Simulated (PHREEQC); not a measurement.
Consider water at 70 °C with 21 mmol/kgw Cd(NO3)2, 0.22 mmol/kgw K2SO4 and 3.4 mmol/kgw Fe(NO3)3. Closed to the air; pH follows from the charge balance.

Computed with PHREEQC (ion-association model, phreeqc.dat).

- pH: 2.52
- ionic strength: 0.0769 mol/kgw
- density: 0.982 g/cm³
- total alkalinity: -6.80 meq/kg

| species | molality | activity | log γ |
|---|---|---|---|
| NO3- | 0.0519 | 0.0393 | -0.121 |
| Cd+2 | 0.0206 | 0.00760 | -0.433 |
| H+ | 0.00363 | 0.00299 | -0.084 |
| FeOH+2 | 0.00221 | 0.000835 | -0.422 |
| Fe(OH)2+ | 0.000516 | 0.000407 | -0.103 |
| K+ | 0.000440 | 0.000337 | -0.116 |
| CdNO3+ | 0.000305 | 0.000237 | -0.108 |
| Fe+3 | 0.000222 | 3.88e-5 | -0.757 |
| Fe2(OH)2+4 | 0.000202 | 3.73e-6 | -1.733 |
| CdSO4 | 7.64e-5 | 7.78e-5 | 0.008 |
| SO4-2 | 7.43e-5 | 2.79e-5 | -0.425 |
| FeSO4+ | 3.60e-5 | 2.82e-5 | -0.106 |
| HSO4- | 3.22e-5 | 2.51e-5 | -0.108 |

Precipitation was switched off in this run. Examples of supersaturated solids here: Jarosite-K, Hematite (slow to form). Others may be too. Constants without temperature data keep their 25 °C values here.
